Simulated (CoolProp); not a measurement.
Properties of isopentane along the isobar 5.16 MPa (Tc = 460.3 K, pc = 3.378 MPa, ω = 0.227).

Model: reference Helmholtz-energy equation of state, Lemmon 2006, in CoolProp. It is a short technical equation, of lower accuracy than the large ones.

| T (K) | phase | speed of sound (m/s) | Joule-Thomson coefficient (K/MPa) | isothermal compressibility (1/MPa) | expansivity (1/kK) | conductivity (mW/(m K)) |
|---|---|---|---|---|---|---|
| 301 | liquid | 996.2 | -0.3787 | 0.002147 | 1.557 | ___ |
| 329.4 | liquid | 871.0 | -0.2981 | 0.002935 | 1.746 | 96.2 |
| 357.8 | liquid | ___ | -0.1921 | 0.004206 | 2.021 | 88.5 |
| 386.3 | liquid | ___ | -0.03635 | 0.006483 | 2.452 | 80.6 |
| 414.7 | liquid | 498.9 | 0.2264 | 0.01121 | 3.200 | 72.8 |
| 443.1 | liquid | 367.7 | 0.7867 | 0.02413 | 4.801 | 65.1 |
| 471.6 | supercritical | ___ | ___ | ___ | 10.63 | 59.0 |
| 500 | supercritical | 139.9 | 9.622 | ___ | 21.28 | 57.4 |

Complete the blanks.


- 301, conductivity (mW/(m K)): 104
- 357.8, speed of sound (m/s): 747.8
- 386.3, speed of sound (m/s): 624.3
- 471.6, speed of sound (m/s): 222.8
- 471.6, Joule-Thomson coefficient (K/MPa): 2.757
- 471.6, isothermal compressibility (1/MPa): 0.09300
- 500, isothermal compressibility (1/MPa): 0.4789

Thermal conductivity comes from a separate model (Vassiliou 2015).
